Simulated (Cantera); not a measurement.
Input: 1 mol Nb2O5, a varied amount of H2, held at 580 Pa.

Equilibrium computed with Cantera from the NASA thermochemical tables; the gas is ideal and each condensed phase is pure. Candidate condensed phases: H2O, Nb, NbO, NbO2, Nb2O5; 12 gas species. Mutual solubility and eutectic melting of coexisting phases are not modelled. NbO: taken at fixed stoichiometry. Condensed phases not in the tables: the oxides between NbO2 and Nb2O5. The numbers say what is thermodynamically allowed, not how fast it happens.

What condenses at these points (T in K, n(H2) in mol): (1625, 170); (1425, 780); (1675, 440); (1475, 140); (1675, 940); (1425, 360)?


| T (K) | n(H2) in mol | condensed phases | Nb condensed (%) |
|---|---|---|---|
| 1625 | 170 | NbO2 | 100.0 |
| 1425 | 780 | NbO2 | 100.0 |
| 1675 | 440 | NbO + NbO2 | 100.0 |
| 1475 | 140 | NbO2 | 100.0 |
| 1675 | 940 | NbO | 100.0 |
| 1425 | 360 | NbO2 | 100.0 |
